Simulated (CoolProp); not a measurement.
Vapour-liquid equilibrium of ethylene (1) + carbon dioxide (2) at 1160 kPa; x and y are mole fractions of (1).

Computed with CoolProp (multi-fluid Helmholtz-energy mixture model, Smukala 2000 and Span 1996; pair parameters Bell 2016).

```
x      bubble temperature (K)  y at the bubble point  dew temperature at overall composition x (K)  liquid density (mol/L)
-----  ----------------------  ---------------------  --------------------------------------------  ----------------------
0.05                    234.9                  0.109                                         236.1                   24.54
0.125                   232.4                  0.233                                         234.6                   23.81
0.2                     230.6                  0.326                                         233.1                   23.08
0.275                   229.2                  0.400                                         231.6                   22.36
0.35                    228.2                  0.463                                         230.1                   21.67
0.425                   227.3                  0.520                                         228.8                   21.01
0.5                     226.7                  0.574                                         227.6                   20.38
0.575                   226.2                  0.628                                         226.7                   19.79
0.65                    225.8                  0.683                                         226.0                   19.23
0.725                   225.6                  0.741                                         225.6                   18.70
0.8                     225.4                  0.803                                         225.4                   18.19
0.875                   225.5                  0.871                                         225.5                   17.71
0.95                    225.7                  0.945                                         225.7                   17.25
```

y crosses x between x = 0.8 and 0.875: the model has an azeotrope there.

Pair parameters are fitted to limited data, so mixtures are less certain than the pure fluids.
